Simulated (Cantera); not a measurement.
A perfectly stirred reactor is fed with H2 : O2 : N2 = 0.7 : 1 : 1.4 (molar parts), equivalence ratio 0.35, at 11000 Pa; it is held at 1398 K, and followed from long to short residence time.

Model: the H2/O2 subset of GRI-Mech 3.0, which has no nitrogen chemistry, integrated in Cantera. The temperature is held fixed by assumption; the heat of reaction is taken as removed at once.

Q: What does this change do: H2 0.7 to 0.19 parts?

A: 
| quantity | before | after |
|---|---|---|
| x(H2) at τ = 0.400 s | 0.000391 | 0.000110 |
| x(O2) at τ = 0.400 s | 0.236 | 0.362 |
| x(H2O) at τ = 0.400 s | 0.253 | 0.0755 |
| x(H2O2) at τ = 0.400 s | 3.16e-7 | 1.12e-7 |
| x(HO2) at τ = 0.400 s | 4.90e-6 | 2.21e-6 |
| x(H2) at τ = 4.40 ms | 0.00690 | 0.00173 |
| x(O2) at τ = 4.40 ms | 0.231 | 0.354 |
| x(H2O) at τ = 4.40 ms | 0.235 | 0.0700 |
| x(H2O2) at τ = 4.40 ms | 1.21e-6 | 4.15e-7 |
| x(HO2) at τ = 4.40 ms | 1.97e-5 | 1.01e-5 |

Q: What does this change do: temperature 1398 to 1075 K?

A: 
| quantity | before | after |
|---|---|---|
| x(H2) at τ = 0.400 s | 0.000391 | 0.000995 |
| x(O2) at τ = 0.400 s | 0.236 | 0.237 |
| x(H2O) at τ = 0.400 s | 0.253 | 0.253 |
| x(H2O2) at τ = 0.400 s | 3.16e-7 | 1.63e-6 |
| x(HO2) at τ = 0.400 s | 4.90e-6 | 1.66e-5 |
| x(H2) at τ = 4.40 ms | 0.00690 | 0.0136 |
| x(O2) at τ = 4.40 ms | 0.231 | 0.239 |
| x(H2O) at τ = 4.40 ms | 0.235 | 0.235 |
| x(H2O2) at τ = 4.40 ms | 1.21e-6 | 3.16e-6 |
| x(HO2) at τ = 4.40 ms | 1.97e-5 | 4.15e-5 |
